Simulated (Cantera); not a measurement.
Feed: 1 mol MgO, 1.5 mol C, 0.12 mol H₂, held at 563 Torr.

Cantera equilibrium calculation (NASA polynomials, part measured and part estimated; ideal gas, pure solids and liquids). Candidate condensed phases: C, C₆H₆, C₇H₈, C₈H₁₈, H₂O, Mg, MgCO₃, MgO, Mg(OH)₂; 116 gas species. The tables' values for MgH are old estimates; treat these amounts as uncertain. Equilibrium is a limit: real reactors are often held back by kinetics, nucleation or transport.

x: gas mole fraction; n: condensed amount in mol.

| T (K) | x H₂ | x CO | x Mg | x CH₄ | x MgH | x H | n C(graphite) | n MgO(s) |
|---|---|---|---|---|---|---|---|---|
| 1475 | 0.996 | 0.000672 | 0.000667 | 0.00216 | 5.80e-6 | 1.49e-5 | 1.50 | 1.000 |
| 1500 | 0.996 | 0.00102 | 0.00102 | 0.00191 | 9.07e-6 | 2.03e-5 | 1.50 | 1.000 |
| 1525 | 0.995 | 0.00154 | 0.00152 | 0.00169 | 1.40e-5 | 2.73e-5 | 1.50 | 1.000 |
| 1550 | 0.994 | 0.00228 | 0.00226 | 0.00151 | 2.12e-5 | 3.63e-5 | 1.50 | 1.000 |
| 1575 | 0.992 | 0.00333 | 0.00330 | 0.00134 | 3.18e-5 | 4.78e-5 | 1.50 | 1.000 |
| 1600 | 0.989 | 0.00482 | 0.00477 | 0.00120 | 4.70e-5 | 6.24e-5 | 1.50 | 0.999 |
| 1625 | 0.985 | 0.00688 | 0.00682 | 0.00107 | 6.86e-5 | 8.09e-5 | 1.50 | 0.999 |
| 1650 | 0.979 | ___ | ___ | ___ | 9.89e-5 | ___ | 1.50 | 0.999 |
| 1675 | 0.972 | ___ | ___ | ___ | 0.000141 | ___ | 1.50 | 0.998 |
| 1700 | 0.961 | 0.0188 | 0.0186 | 0.000759 | 0.000198 | 0.000167 | 1.50 | 0.998 |

Q: What belongs in the gaps?

A: 
- 1675, x CO: 0.0136
- 1675, x Mg: 0.0135
- 1675, x CH₄: 0.000853
- 1675, x H: 0.000132
- 1650, x CO: 0.00973
- 1650, x Mg: 0.00963
- 1650, x CH₄: 0.000956
- 1650, x H: 0.000104
